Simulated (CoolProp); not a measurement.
R13 at several states: fugacity coefficient from the reference equation and from simpler models built on Tc = 29.9 °C, pc = 3.973 MPa, ω = 0.175; each cubic takes its own stable root.

The numbers come from the reference Helmholtz-energy equation of state, Platzer 1990 in CoolProp. This equation is an older, rougher fit; its heat capacities, sound speeds and derivatives of the liquid may be far off and weren't checked against measurements.

| T (°C) | p (MPa) | phase | reference | van der Waals | Redlich-Kwong |
|---|---|---|---|---|---|
| 101.05 | 0.0128 | gas | 0.9995 | 0.9994 | 0.9994 |
| -46.05 | 11.8 | liquid | 0.05732 | ___ | 0.07172 |
| 139.25 | 1.46 | gas | ___ | 0.9506 | ___ |

Fill in the missing entries.


- -46.05, van der Waals: 0.1471
- 139.25, reference: 0.9587
- 139.25, Redlich-Kwong: 0.9518
